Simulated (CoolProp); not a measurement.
Vapour-liquid equilibrium of R22 (1) + R115 (2) at -51.05 °C; x and y are mole fractions of (1).

Values from CoolProp's multi-fluid Helmholtz-energy mixture model, Kamei 1995 and Lemmon 2016; pair parameters Bell 2016.

| x | bubble pressure (kPa) | y at the bubble point | dew pressure at overall composition x (kPa) | liquid density (mol/L) |
|---|---|---|---|---|
| 0.05 | 64.21 | 0.139 | 60.00 | 10.46 |
| 0.2 | 73.09 | 0.321 | 67.27 | 11.09 |
| 0.35 | 75.79 | 0.407 | 74.21 | 11.83 |
| 0.5 | 76.19 | 0.480 | 76.01 | 12.68 |
| 0.65 | 74.65 | 0.571 | 72.41 | 13.67 |
| 0.8 | 70.61 | 0.706 | 67.47 | 14.82 |
| 0.95 | 63.85 | 0.911 | 62.63 | 16.15 |

y crosses x between x = 0.35 and 0.5: the model has an azeotrope there.

The pair parameters rest on a limited set of measurements; away from them the model extrapolates.
